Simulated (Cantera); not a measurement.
An isothermal plug-flow reactor at 1150 K and 110000 Pa (inlet), inlet velocity 0.76 m/s, active area per volume 2000 1/m; feed CH4 : O2 : N2 = 0.0035 : 0.025 : 0.79 (molar parts), equivalence ratio 0.28.

Cantera simulation using Deutschmann's 1995 Pt surface mechanism with GRI-Mech 3.0 gas chemistry; the numbers are that mechanism's predictions, not measurements. Catalytic surfaces can have several steady states; this one follows from the mechanism file's or the stated starting coverage. Mass transfer to the wall is taken as infinitely fast.

Q: What does this change do: area per volume 2000 to 610 1/m?

A: 
| quantity | before | after |
|---|---|---|
| x(CH4) at z = 0.003 m | 7.55e-5 | 0.00128 |
| x(O2) at z = 0.003 m | 0.0222 | 0.0246 |
| x(H2O) at z = 0.003 m | 0.00837 | 0.00594 |
| x(CO2) at z = 0.003 m | 0.00418 | 0.00296 |
| x(CO) at z = 0.003 m | 1.03e-7 | 1.70e-6 |
| θ(free Pt) at the exit | 0.460 | 0.455 |
| θ(O*) at the exit | 0.539 | 0.544 |
| θ(OH*) at the exit | 0.00136 | 0.00115 |

Q: What does this change do: temperature 1150 to 1298 K?

A: 
```json
[
 {"quantity": "x(CH4) at z = 0.003 m", "before": "7.55e-5", "after": "6.10e-7"},
 {"quantity": "x(O2) at z = 0.003 m", "before": "0.0222", "after": "0.0221"},
 {"quantity": "x(H2O) at z = 0.003 m", "before": "0.00837", "after": "0.00849"},
 {"quantity": "x(CO2) at z = 0.003 m", "before": "0.00418", "after": "0.00423"},
 {"quantity": "x(CO) at z = 0.003 m", "before": "1.03e-7", "after": "1.47e-8"},
 {"quantity": "θ(free Pt) at the exit", "before": "0.460", "after": "0.626"},
 {"quantity": "θ(O*) at the exit", "before": "0.539", "after": "0.373"}
]
```
